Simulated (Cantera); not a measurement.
An adiabatic, constant-volume homogeneous reactor starts with CO : H2 : CH4 : O2 : N2 = 1 : 0.22 : 0.73 : 4.6 : 17.3 (molar parts), at 1375 K and 0.400 bar.

Detailed kinetics in Cantera: GRI-Mech 3.0 (53 species, 325 reactions).

One state of this run: T (K) = 2476; P (bar) = 0.709; x CO = 0.00786; x H2 = 0.00126; x CH4 = <1e-12; x C2H6 = <1e-12; x CH3 = <1e-12. x: mole fraction; the columns are a selection and need not sum to one.

### Question
Which value of t (s) does it belong to?
(A) 7.43e-6
(B) 2.00e-6
(C) 0.00525
(D) 2.76e-5

### Answer
C, 0.00525
